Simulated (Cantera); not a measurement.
A perfectly stirred reactor is fed with H2 : O2 : N2 = 1 : 0.312 : 1.17 (molar parts), at 5.30 bar; it is adiabatic with a 323 K inlet, and is followed from long to short residence time, starting on the burning branch (τ in s: 0.099, 0.037, 0.014, 0.005, 0.0019, 0.00069, 0.00026, 9.5e-05, 3.5e-05).

Model: GRI-Mech 3.0 (53 species, 325 reactions), integrated in Cantera. The hydrogen kinetics of GRI-Mech 3.0 are dated; newer H2 mechanisms differ, most at raised pressure.

Question: Predict: blow-out, bracketed by the residence times tried; x(H2) at τ = 99.0 ms; x(O2) at τ = 99.0 ms; x(N2O) at τ = 99.0 ms; x(H2O2) at τ = 99.0 ms; x(H2) at τ = 1.90 ms; x(O2) at τ = 1.90 ms; x(N2O) at τ = 1.90 ms; x(H2O2) at τ = 1.90 ms.

Answer: 
- blow-out, bracketed by the residence times tried: burning at 35.0 µs, the shortest tried
- x(H2) at τ = 99.0 ms: 0.173
- x(O2) at τ = 99.0 ms: 1.15e-5
- x(N2O) at τ = 99.0 ms: 2.78e-9
- x(H2O2) at τ = 99.0 ms: 4.29e-9
- x(H2) at τ = 1.90 ms: 0.171
- x(O2) at τ = 1.90 ms: 0.000174
- x(N2O) at τ = 1.90 ms: 5.53e-9
- x(H2O2) at τ = 1.90 ms: 6.19e-8
